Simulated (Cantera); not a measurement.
Source: NASA polynomial tables (part measured, part estimated), evaluated in Cantera. Values are per mole of reaction as written; species without (g) are pure solids or liquids, kept so even where they would boil at 1 bar.

C2H6(g) + 4 C ⇌ 3 C2H2(g), with ΔH° = 768.5 kJ and ΔS° = 350.9 J/K at 300 K.

Problem. How far is the shortcut ΔG° ≈ ΔH°(300 K) − T·ΔS°(300 K) from the full temperature-dependent value at 673, 823, 973, 1123, 1273, 1423, 1573, 1723, 1873 K?

Solution. 
```tsv
T (K)	shortcut (kJ)	full (kJ)	difference (kJ)	difference in log10 K
673	532.4	526.1	6.3	-0.49
823	479.8	469.5	10.2	-0.65
973	427.1	412.9	14.2	-0.76
1123	374.5	356.3	18.2	-0.85
1273	321.9	299.9	21.9	-0.90
1423	269.2	243.7	25.5	-0.94
1573	216.6	187.7	28.9	-0.96
1723	164.0	131.9	32.1	-0.97
1873	111.3	76.2	35.1	-0.98
```
The shortcut ignores the heat-capacity change of the reaction.
